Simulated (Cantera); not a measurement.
A closed system holds: 1 mol CH3SiH3, 0.61 mol HCl, 570 mol H2, at 0.280 bar.

Method: chemical equilibrium by Gibbs-energy minimisation in Cantera with the NASA 1993 tables (ideal gas, pure condensed phases). Candidate condensed phases: C, C6H6, C7H8, C8H18, Si, SiC; 109 gas species. The feed counts by its element totals alone. Mutual solubility and eutectic melting of coexisting phases are not modelled. Gases not in the tables: Si2H6 and higher silanes. Kinetics and transport are ignored.

log p: log10 of the partial pressure in bar; n: condensed amount in mol.

| T (K) | log p H2 | log p H | log p HCl | log p Si | n SiC(s) | n Si(s) |
|---|---|---|---|---|---|---|
| 1025 | -0.55 | -8.64 | -3.54 | <-12 | 0.993 | 0 |
| 1125 | -0.55 | -7.63 | -3.53 | <-12 | 0.995 | 0.00181 |
| 1225 | -0.55 | -6.78 | -3.53 | -11.46 | 0.996 | 0.00190 |
| 1325 | -0.55 | -6.06 | -3.53 | -10.03 | 0.996 | 0.00140 |
| 1425 | -0.55 | ? | -3.53 | ? | 0.997 | ? |
| 1525 | -0.55 | -4.90 | -3.53 | -7.77 | 0.997 | 0 |
| 1625 | -0.55 | -4.43 | -3.53 | -7.00 | 0.996 | 0 |
| 1725 | -0.55 | ? | -3.53 | ? | 0.993 | 0 |
| 1825 | -0.55 | -3.63 | -3.53 | -5.85 | 0.988 | 0 |
| 1925 | -0.55 | -3.30 | -3.53 | -5.33 | 0.974 | 0 |
| 2025 | -0.55 | -2.99 | -3.53 | -4.80 | 0.934 | 0 |
| 2125 | -0.56 | -2.72 | -3.53 | -4.29 | 0.819 | 0 |
| 2225 | -0.56 | -2.47 | -3.53 | -3.83 | 0.513 | 0 |

Problem. Complete the blanks.

Solution. 
- 1425, log p H: -5.44
- 1425, log p Si: -8.79
- 1425, n Si(s): 0.000672
- 1725, log p H: -4.01
- 1725, log p Si: -6.38
